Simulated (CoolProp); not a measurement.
Properties of the fluoroketone C6F12O (FK-5-1-12) at several states.

Computed with CoolProp (reference Helmholtz-energy equation of state, McLinden 2015).

```json
[
 {"T (K)": "356.3", "p (bar)": "45.9", "phase": "liquid", "density (kg/m³)": "?", "cp (kJ/(kg K))": "1.139", "cv (kJ/(kg K))": "?", "isothermal compressibility (1/MPa)": "0.005808", "fugacity coefficient": "0.07656"},
 {"T (K)": "399.7", "p (bar)": "7.9", "phase": "gas", "density (kg/m³)": "103.3", "cp (kJ/(kg K))": "?", "cv (kJ/(kg K))": "0.9675", "isothermal compressibility (1/MPa)": "?", "fugacity coefficient": "?"},
 {"T (K)": "195.4", "p (bar)": "3.1", "phase": "liquid", "density (kg/m³)": "1888", "cp (kJ/(kg K))": "?", "cv (kJ/(kg K))": "0.8974", "isothermal compressibility (1/MPa)": "?", "fugacity coefficient": "7.680e-5"}
]
```

Question: Complete the blanks.

Answer: 
- 356.3, density (kg/m³): 1450
- 356.3, cv (kJ/(kg K)): 0.9280
- 399.7, cp (kJ/(kg K)): 1.094
- 399.7, isothermal compressibility (1/MPa): 1.945
- 399.7, fugacity coefficient: 0.7894
- 195.4, cp (kJ/(kg K)): 1.123
- 195.4, isothermal compressibility (1/MPa): 0.0009319
